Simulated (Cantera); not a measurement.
Input (Python, Cantera) and output of one run.

```python
import numpy as np
import cantera as ct

gas_names = [...]  # 87 gases of nasa_gas.yaml made of C, H, Si
cond_names = """
    C(gr) C6H6(L) C7H8(L) C8H18(L),n-octa Si(cr) Si(L) SiC(b)
""".split()


# ... load() reads the species with a 1 bar reference pressure and builds the phases ...
atoms = {
    'Si(CH3)4': {'Si': 1, 'C': 4, 'H': 12},
    'C3H8': {'C': 3, 'H': 8},
    'H2': {'H': 2},
}
top_T = {'C(gr)': 4500, 'SiC(b)': 3050}  # K; cautious upper limits of use, not melting points


# ... equilibrate(T, P, feed) seeds the gas with the atoms and calls Mixture.equilibrate('TP', solver="vcs", rtol=1e-11, max_steps=5000) ...
results = []
feed = {'Si(CH3)4': 1, 'C3H8': 0.49, 'H2': 7.2}  # mol
P = 200  # Pa
for T in [1048, 1198, 1348, 1498, 1648, 1798, 1948, 2098]:
    mix = equilibrate(T, P, feed)
    results.append((T, P, feed, dict(zip(mix.species_names, mix.species_moles))))

top = {s: max(r[3][s] / sum(r[3][g] for g in gas_names) for r in results) for s in gas_names}
cols = sorted((s for s in top if top[s] > 1e-05), key=lambda s: -top[s])[:5]
seen = [c for c in cond_names if any(r[3].get(c, 0) > 1e-12 for r in results)]
print("log10 of partial pressures in bar; condensed amounts in mol")
print(f"{'T/K':>10s}" + "".join(f"{s[:9]:>10s}" for s in cols + seen))
for T, P, feed, n in results:
    ng = sum(n[g] for g in gas_names)
    print(f"{T:10.4g}" + "".join(f"{np.log10(max(n[s] / ng * P / 1e5, 1e-99)):10.3f}" for s in cols)
          + "".join(f"{n.get(c, 0):10.4g}" for c in seen))
```

It prints:

```
log10 of partial pressures in bar; condensed amounts in mol
       T/K        H2         H        Si C2H2,acet      SiC2     C(gr)    SiC(b)
      1048    -2.699    -9.462   -17.915   -11.104   -23.108     4.468         1
      1198    -2.699    -8.071   -14.669    -9.704   -18.844      4.47         1
      1348    -2.699    -6.985   -12.150    -8.619   -15.539      4.47         1
      1498    -2.699    -6.114   -10.139    -7.754   -12.904      4.47         1
      1648    -2.700    -5.400    -8.498    -7.049   -10.757     4.469         1
      1798    -2.702    -4.805    -7.133    -6.466    -8.974     4.465    0.9994
      1948    -2.710    -4.302    -5.981    -5.979    -7.472     4.462     0.991
      2098    -2.732    -3.878    -4.995    -5.578    -6.190     4.508    0.9064
```

Cantera equilibrium calculation (NASA polynomials, part measured and part estimated; ideal gas, pure solids and liquids). Gases not in the tables: Si2H6 and higher silanes.
